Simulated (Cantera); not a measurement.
# Thermodynamics of tantalum, niobium, vanadium and zirconium in process gases, feed V + N2O

Charge: 1 mol V, 4.9 mol N2O, at 0.740 bar.

These are equilibrium values from Cantera (NASA tables, ideal gas, pure condensed phases), not measurements of a reactor. Candidate condensed phases: V, VN, VO, V2O3, V2O4, V2O5; 13 gas species. Condensed phases not in the tables: the oxides between V2O3 and V2O5 other than VO2. Equilibrium is a limit: real reactors are often held back by kinetics, nucleation or transport.

From 1927 °C to 2252 °C the condensed part is V2O4(l). The main V-bearing gas is VO2 throughout. The share of V in condensed phases is highest at 1927 °C (97.0 %) and lowest at 2252 °C (61.3 %).

```json
[
 {"T (°C)": "1927", "log p N2": "-0.25", "log p O2": "-0.79", "log p VO2": "-2.46", "log p NO": "-2.03", "log p O": "-2.96", "log p NO2": "-4.97", "log p VO": "-7.12", "log p N2O": "-6.35", "n V2O4(l)": "0.485"},
 {"T (°C)": "1952", "log p N2": "-0.25", "log p O2": "-0.79", "log p VO2": "-2.36", "log p NO": "-2.00", "log p O": "-2.89", "log p NO2": "-4.97", "log p VO": "-6.93", "log p N2O": "-6.33", "n V2O4(l)": "0.481"},
 {"T (°C)": "1977", "log p N2": "-0.25", "log p O2": "-0.79", "log p VO2": "-2.27", "log p NO": "-1.98", "log p O": "-2.83", "log p NO2": "-4.96", "log p VO": "-6.74", "log p N2O": "-6.31", "n V2O4(l)": "0.477"},
 {"T (°C)": "2002", "log p N2": "-0.25", "log p O2": "-0.79", "log p VO2": "-2.18", "log p NO": "-1.96", "log p O": "-2.76", "log p NO2": "-4.95", "log p VO": "-6.56", "log p N2O": "-6.29", "n V2O4(l)": "0.471"},
 {"T (°C)": "2027", "log p N2": "-0.25", "log p O2": "-0.80", "log p VO2": "-2.09", "log p NO": "-1.94", "log p O": "-2.70", "log p NO2": "-4.95", "log p VO": "-6.38", "log p N2O": "-6.27", "n V2O4(l)": "0.465"},
 {"T (°C)": "2052", "log p N2": "-0.25", "log p O2": "-0.80", "log p VO2": "-2.00", "log p NO": "-1.92", "log p O": "-2.64", "log p NO2": "-4.94", "log p VO": "-6.20", "log p N2O": "-6.25", "n V2O4(l)": "0.457"},
 {"T (°C)": "2077", "log p N2": "-0.26", "log p O2": "-0.80", "log p VO2": "-1.92", "log p NO": "-1.90", "log p O": "-2.58", "log p NO2": "-4.94", "log p VO": "-6.03", "log p N2O": "-6.23", "n V2O4(l)": "0.447"},
 {"T (°C)": "2102", "log p N2": "-0.26", "log p O2": "-0.80", "log p VO2": "-1.83", "log p NO": "-1.88", "log p O": "-2.52", "log p NO2": "-4.93", "log p VO": "-5.86", "log p N2O": "-6.21", "n V2O4(l)": "0.436"},
 {"T (°C)": "2127", "log p N2": "-0.26", "log p O2": "-0.81", "log p VO2": "-1.75", "log p NO": "-1.86", "log p O": "-2.47", "log p NO2": "-4.93", "log p VO": "-5.70", "log p N2O": "-6.19", "n V2O4(l)": "0.422"},
 {"T (°C)": "2152", "log p N2": "-0.26", "log p O2": "-0.81", "log p VO2": "-1.67", "log p NO": "-1.84", "log p O": "-2.41", "log p NO2": "-4.92", "log p VO": "-5.54", "log p N2O": "-6.18", "n V2O4(l)": "0.406"},
 {"T (°C)": "2177", "log p N2": "-0.27", "log p O2": "-0.82", "log p VO2": "-1.60", "log p NO": "-1.83", "log p O": "-2.36", "log p NO2": "-4.92", "log p VO": "-5.38", "log p N2O": "-6.16", "n V2O4(l)": "0.387"},
 {"T (°C)": "2202", "log p N2": "-0.27", "log p O2": "-0.82", "log p VO2": "-1.52", "log p NO": "-1.81", "log p O": "-2.30", "log p NO2": "-4.92", "log p VO": "-5.22", "log p N2O": "-6.15", "n V2O4(l)": "0.364"},
 {"T (°C)": "2227", "log p N2": "-0.27", "log p O2": "-0.83", "log p VO2": "-1.45", "log p NO": "-1.80", "log p O": "-2.25", "log p NO2": "-4.92", "log p VO": "-5.07", "log p N2O": "-6.14", "n V2O4(l)": "0.338"},
 {"T (°C)": "2252", "log p N2": "-0.28", "log p O2": "-0.83", "log p VO2": "-1.37", "log p NO": "-1.78", "log p O": "-2.20", "log p NO2": "-4.92", "log p VO": "-4.92", "log p N2O": "-6.13", "n V2O4(l)": "0.307"}
]
```
log p: log10 of the partial pressure in bar; n: condensed amount in mol.
